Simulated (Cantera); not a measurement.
Input: 1 mol Si3N4, 13 mol O2, 37 mol H2, equilibrated at 1273.15 K and 1.00 bar.

Method: chemical equilibrium by Gibbs-energy minimisation in Cantera with the NASA 1993 tables (ideal gas, pure condensed phases). Candidate condensed phases: H2O, Si, SiO2, Si2N2O, Si3N4; 35 gas species. The tables hold silica as quartz up to 1696 K and as liquid above; real silica turns to tridymite and cristobalite and melts near 1996 K. Gases not in the tables: Si(OH)4. Kinetics and transport are ignored.

Q: What is the equilibrium state?

A: 
- x(H2O) = 0.513
- x(H2) = 0.436
- x(N2) = 0.0513
- x(NH3) = 9.02e-6
- n(SiO2(β-quartz)) = 3.00 mol
- gas amount = 39.00 mol
- log10 activity of Si(s) (absent) = -13.60
